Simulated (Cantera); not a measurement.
Feed: 1 mol BN, 6.1 mol HCl, 6.9 mol H2, equilibrated at 0.133 bar.

Method: chemical equilibrium by Gibbs-energy minimisation in Cantera with the NASA 1993 tables (ideal gas, pure condensed phases). Candidate condensed phases: B, BN, NH4Cl; 21 gas species. The tables' values for BCl2, BCl are old estimates; treat these amounts as uncertain. Gases not in the tables: BHCl2. The numbers say what is thermodynamically allowed, not how fast it happens. All values below are at 1425 °C.

Base state: H2 0.537, HCl 0.455, BCl3 0.00429, N2 0.00234, H 0.000290, BCl2 0.000243, Cl 0.000191, BCl 0.000145 (mole fractions); condensed: BN(s).

Q: What changes in the equilibrium state with this change: HCl from 6.1 to 1.2 mol?

A: 
| species | before | after |
|---|---|---|
| H2 | 0.537 | 0.852 |
| HCl | 0.455 | 0.147 |
| H | 0.000290 | 0.000366 |
| BCl3 | 0.00429 | 0.000240 |
| N2 | 0.00234 | 0.000212 |
| BCl2 | 0.000243 | 5.30e-5 |
| Cl | 0.000191 | 4.91e-5 |
| BCl | 0.000145 | 0.000124 |
| BN(s), mol | 0.939 | 0.997 |
The tables' values for BCl, BCl2 are old estimates; treat these amounts as uncertain.
